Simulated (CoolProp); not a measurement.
The fluid at 489.14 K and 1.15 MPa expands adiabatically to 0.0963 MPa with isentropic efficiency 0.7. The same conditions are run with several fluids, on thermodynamics alone (safety and materials aside).

The numbers come from the reference Helmholtz-energy equation of state of each fluid (hydrogen chloride: Thol 2018; sulfur dioxide: Gao 2016; carbon monoxide: Lemmon 2006; isobutene: Lemmon 2005; methanol: de Reuck 1993) in CoolProp.

Question: Rank hydrogen chloride, sulfur dioxide, carbon monoxide, isobutene, methanol by work (kJ/kg), highest first.

Answer: carbon monoxide (181), methanol (175), hydrogen chloride (137), isobutene (112), sulfur dioxide (85.6)

| fluid | final temperature (K) | final density (kg/m³) |
|---|---|---|
| hydrogen chloride | 312.7 | 1.36 |
| sulfur dioxide | 356.0 | 2.10 |
| carbon monoxide | 316.0 | 1.03 |
| isobutene | 432.0 | 1.52 |
| methanol | 371.1 | 1.02 |
